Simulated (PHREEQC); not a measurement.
Solution (25 °C): 5 mol NaBr, 0.16 mol BaCl2 and 0.26 mol NaCl per kg of water. Closed to the air; pH follows from the charge balance.

Computed with PHREEQC (Pitzer model, pitzer.dat).

The ionic strength is 5.74 mol/kgw and the activity of water comes out as 0.766. The density comes out as 1.358 g/cm³ and the osmotic coefficient is 1.346.

```json
[
 {"species": "Na+", "molality": "5.26", "activity": "9.20", "log γ": "0.243"},
 {"species": "Br-", "molality": "5.00", "activity": "3.93", "log γ": "-0.104"},
 {"species": "Cl-", "molality": "0.580", "activity": "0.352", "log γ": "-0.217"},
 {"species": "Ba+2", "molality": "0.160", "activity": "0.260", "log γ": "0.210"},
 {"species": "OH-", "molality": "7.11e-8", "activity": "1.54e-8", "log γ": "-0.663"},
 {"species": "H+", "molality": "7.11e-8", "activity": "5.02e-7", "log γ": "0.849"}
]
```

This is a speciation only: nothing precipitates in the calculation.
